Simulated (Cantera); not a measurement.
Input: 1 mol CS2, 0.045 mol O2, 1.1 mol H2, held at 3273.15 K and 0.825 Torr.

These are equilibrium values from Cantera (NASA tables, ideal gas, pure condensed phases), not measurements of a reactor. Candidate condensed phases: C, C6H6, C7H8, C8H18, H2O, H2SO4, S; 123 gas species. Kinetics and transport are ignored.

Base state: H 0.501, S 0.266, CS 0.193, CO 0.0207, C 0.0149, H2 0.00238, C2 0.000387, SH 0.000324 (mole fractions); condensed: gas only.

### Question
What changes in the equilibrium state with this change: pressure from 0.825 Torr to 36000 Torr?

### Answer
```
species    before     after
-------  --------  --------
H2        0.00238     0.335
CS          0.193     0.232
CS2       2.62e-5     0.120
H           0.501    0.0285
S           0.266    0.0234
H2S       9.43e-8    0.0511
C          0.0149   4.64e-6
S2       0.000281    0.0948
SH       0.000324    0.0706
CO         0.0207    0.0361
CH3         <1e-9  0.000165
CH4         <1e-9  0.000132
C4H2        <1e-9   6.31e-5
```
The ideal-gas law is rough above about 30 bar.
